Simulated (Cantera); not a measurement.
Feed: 1 mol FeS₂, 1.6 mol SO₃, 0.14 mol O₂, equilibrated at 850 K and 5330 Torr.

Cantera equilibrium calculation (NASA polynomials, part measured and part estimated; ideal gas, pure solids and liquids). Candidate condensed phases: Fe, FeO, FeS, FeSO₄, FeS₂, Fe₂O₃, Fe₂(SO₄)₃, Fe₃O₄, S; 12 gas species. Gases not in the tables: S₃ to S₇. Equilibrium is a limit: real reactors are often held back by kinetics, nucleation or transport.

Base state: SO₂ 0.997, S₂ 0.00178, S₂O 0.000893 (mole fractions); condensed: FeS₂(s) + Fe₃O₄(s).

**Question.** What changes in the equilibrium state with this change: 1.8 mol CH₄ added?

**Answer.** 
```csv
species,before,after
H₂S,0,0.372
CO₂,0,0.324
H₂O,0,0.283
SO₂,0.997,1.54e-6
H₂,0,0.0117
COS,0,0.00451
CO,0,0.00440
CS₂,0,1.50e-5
"FeS₂(s), mol",0.643,0.565
"Fe₃O₄(s), mol",0.119,0
"FeS(s), mol",0,0.435
```
FeS: taken at fixed stoichiometry. Further candidate phases: C, C₆H₆, C₇H₈, C₈H₁₈, Fe(CO)₅, Fe(OH)₂, Fe(OH)₃, H₂O, H₂SO₄.
